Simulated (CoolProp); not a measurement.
Vapour pressure (MPa) of dimethyl carbonate: the reference equation beside estimates from Tc = 283.9 °C, pc = 4.909 MPa, ω = 0.346.

The numbers come from the reference Helmholtz-energy equation of state, Zhou 2011 in CoolProp.

| T (°C) | reference | Lee-Kesler | Soave-Redlich-Kwong | Peng-Robinson |
|---|---|---|---|---|
| 109.65 | [?] | 0.1812 | [?] | 0.1813 |
| 125.15 | 0.2759 | 0.2773 | 0.2771 | 0.2759 |
| 140.55 | 0.4028 | 0.4076 | 0.4076 | 0.4043 |
| 155.95 | 0.5702 | 0.5799 | 0.5810 | 0.5747 |
| 171.45 | 0.7876 | 0.8036 | 0.8072 | 0.7971 |
| 186.85 | [?] | 1.084 | 1.092 | 1.078 |
| 202.35 | 1.403 | 1.435 | [?] | 1.430 |
| 217.75 | 1.821 | 1.860 | [?] | 1.861 |
| 233.15 | 2.329 | 2.376 | [?] | 2.383 |
| 248.65 | 2.948 | 2.999 | 3.039 | 3.013 |

What belongs in the gaps?


- 109.65, reference: 0.1819
- 109.65, Soave-Redlich-Kwong: 0.1811
- 186.85, reference: 1.061
- 202.35, Soave-Redlich-Kwong: 1.450
- 217.75, Soave-Redlich-Kwong: 1.885
- 233.15, Soave-Redlich-Kwong: 2.410

Absolute difference from the reference over all 10 rows, mean and median: Lee-Kesler 1.6 and 1.9 %, Soave-Redlich-Kwong 2.3 and 2.7 %, Peng-Robinson 1.3 and 1.4 %.
